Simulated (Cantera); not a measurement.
An isothermal, constant-pressure homogeneous reactor starts with 29.4 % NH3, 70.6 % N2, at 2225 K and 100.0 Torr.

Model: the gas-phase N/H chemistry of the illustrative SiF4/NH3 mechanism in the Surface Chemkin manual (1991), integrated in Cantera. Walls and surfaces, which speed up NH3 decomposition in real reactors, are not modelled.

x: mole fraction; the columns are a selection and need not sum to one.

```
t (s)       x NH3     x NH2    x N2H2     x NH      x N
--------  -------  --------  --------  -------  -------
0.000300    0.291   0.00177   3.06e-6  1.80e-5        ?
0.000724    0.287   0.00220   5.33e-6  2.83e-5        ?
0.00175     0.276   0.00198   5.11e-6  3.41e-5        ?
0.00421     0.252   0.00167   4.44e-6  4.02e-5        ?
0.0102      0.204   0.00131   3.35e-6  4.34e-5        ?
0.0245      0.126  0.000888   1.88e-6  4.02e-5        ?
0.0591     0.0440  0.000420   5.63e-7  2.90e-5  4.68e-6
0.143     0.00355   7.67e-5   3.86e-8  1.27e-5  4.86e-6
0.344     1.16e-5   9.74e-7  1.92e-11  6.37e-7        ?
0.829     1.14e-6   1.10e-7    <1e-12  8.18e-8        ?
2.00      4.22e-7   4.06e-8    <1e-12  3.03e-8        ?
```

**Question.** What belongs in the gaps?

**Answer.** 
- 0.000300, x N: 1.14e-7
- 0.000724, x N: 3.80e-7
- 0.00175, x N: 9.70e-7
- 0.00421, x N: 2.07e-6
- 0.0102, x N: 3.37e-6
- 0.0245, x N: 4.30e-6
- 0.344, x N: 9.59e-7
- 0.829, x N: 1.41e-7
- 2.00, x N: 5.20e-8
